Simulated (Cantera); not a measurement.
Charge: 1 mol CuO, 1.2 mol CH4, 0.11 mol CO, held at 2.25 Torr.

Method: chemical equilibrium by Gibbs-energy minimisation in Cantera with the NASA 1993 tables (ideal gas, pure condensed phases). Candidate condensed phases: C, C6H6, C7H8, C8H18, Cu, CuO, Cu(OH)2, Cu2O, H2O; 113 gas species. Rates play no part. All values below are at 1052 °C.

Base state: H2 0.684, CO 0.316, Cu 9.36e-5, H 2.47e-5 (mole fractions); condensed: C(graphite) + Cu(s).

What changes in the equilibrium state with this change: CH4 from 1.2 to 0.9 mol?


| species | before | after |
|---|---|---|
| H2 | 0.684 | 0.613 |
| CO | 0.316 | 0.351 |
| H2O | 4.67e-6 | 0.0272 |
| Cu | 9.36e-5 | 9.36e-5 |
| CO2 | 1.16e-6 | 0.00836 |
| H | 2.47e-5 | 2.34e-5 |
| C(graphite), mol | 0.200 | 0 |
| Cu(s), mol | 1.000 | 1.000 |

What changes in the equilibrium state with this change: CuO replaced by Ta2O5?


```json
[
 {"species": "H2", "before": "0.684", "after": "0.712"},
 {"species": "CO", "before": "0.316", "after": "0.287"},
 {"species": "H2O", "before": "4.67e-6", "after": "0.000374"},
 {"species": "Cu", "before": "9.36e-5", "after": "0"},
 {"species": "CO2", "before": "1.16e-6", "after": "8.09e-5"},
 {"species": "H", "before": "2.47e-5", "after": "2.52e-5"},
 {"species": "C(graphite), mol", "before": "0.200", "after": "0"},
 {"species": "Cu(s), mol", "before": "1.000", "after": "0"},
 {"species": "TaC(s), mol", "before": "0", "after": "0.343"},
 {"species": "Ta2O5(s), mol", "before": "0", "after": "0.828"}
]
```
Mutual solubility and eutectic melting of coexisting phases are not modelled. TaC: taken at fixed stoichiometry. Condensed phases not in the tables: Ta2C. Further candidate phases: Ta, TaC, Ta2O5.
